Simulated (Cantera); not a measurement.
An isothermal, constant-pressure homogeneous reactor starts with C2H6 : N2 = 1 : 9.6 (molar parts), at 1823 K and 0.000109 atm.

Computed with Cantera and GRI-Mech 3.0 (53 species, 325 reactions). GRI-Mech 3.0 stops at C3 and has no aromatics, soot or wall deposition, so with more carbon than oxygen in the feed, carbon stays in small species such as C2H2 where larger ones or solid carbon would form. Radical loss at walls, strong at low pressure, is not modelled.

One state of this run: x C2H6 = 2.54e-5; x H2 = 0.101; x H = 0.00355; x HCN = 2.44e-5; x C2H = 1.60e-5. x: mole fraction; the columns are a selection and need not sum to one.

Task: Which value of t (s) does it belong to?
A) 3.89
B) 0.0847
C) 0.000514
D) 14.0

Result: B, 0.0847
